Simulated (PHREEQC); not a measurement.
Consider water at 20 °C with 0.00023 mol/kgw CaSO4, 0.0043 mol/kgw NaHCO3 and 0.25 mol/kgw NaCl. Closed to the air; pH follows from the charge balance.

Computed with PHREEQC (ion-association model, phreeqc.dat).

Precipitation was switched off in this run.

Q: Order these S species by the share of S that they hold, largest first: SO4-2, CaSO4, NaSO4-.

A: SO4-2 (75 %), NaSO4- (25 %), CaSO4 (0.22 %)

The pH is 7.94 and the ionic strength 0.255 mol/kgw.
